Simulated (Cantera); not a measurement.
# CH3SiCl3 + C2H4 + H2 (silicon carbide growth)

A closed system holds: 1 mol CH3SiCl3, 0.055 mol C2H4, 72 mol H2, held at 32000 Pa.

Method: chemical equilibrium by Gibbs-energy minimisation in Cantera with the NASA 1993 tables (ideal gas, pure condensed phases). Candidate condensed phases: C, C6H6, C7H8, C8H18, Si, SiC; 109 gas species. The feed counts by its element totals alone. The tables' values for SiCl are old estimates; treat these amounts as uncertain. Gases not in the tables: Si2H6 and higher silanes. The numbers say what is thermodynamically allowed, not how fast it happens.

At 1275 K the condensed part is SiC(s). From 1375 K to 1975 K the condensed part is C(graphite) + SiC(s). From 2075 K to 2175 K the condensed part is SiC(s). The main Si-bearing gas is SiCl2 throughout. The share of Si in condensed phases is highest at 1375 K (99.8 %) and lowest at 2175 K (94.7 %).

```csv
T (K),x H2,x HCl,x H,x CH4,x C2H2 (acetylene),n SiC(s),n C(graphite)
1275,0.959,0.0398,1.28e-6,0.00152,1.15e-7,0.996,0
1375,0.959,0.0399,5.93e-6,0.00146,1.70e-6,0.998,0.00203
1475,0.959,0.0399,2.25e-5,0.000856,6.40e-6,0.997,0.0476
1575,0.959,0.0398,7.20e-5,0.000536,2.02e-5,0.996,0.0708
1675,0.960,0.0398,0.000201,0.000355,5.57e-5,0.994,0.0809
1775,0.959,0.0397,0.000501,0.000247,0.000137,0.991,0.0793
1875,0.959,0.0396,0.00113,0.000178,0.000304,0.988,0.0624
1975,0.957,0.0394,0.00237,0.000133,0.000622,0.984,0.0220
2075,0.955,0.0391,0.00460,8.71e-5,0.000860,0.973,0
2175,0.951,0.0386,0.00842,5.61e-5,0.00103,0.947,0
```
x: gas mole fraction; n: condensed amount in mol.
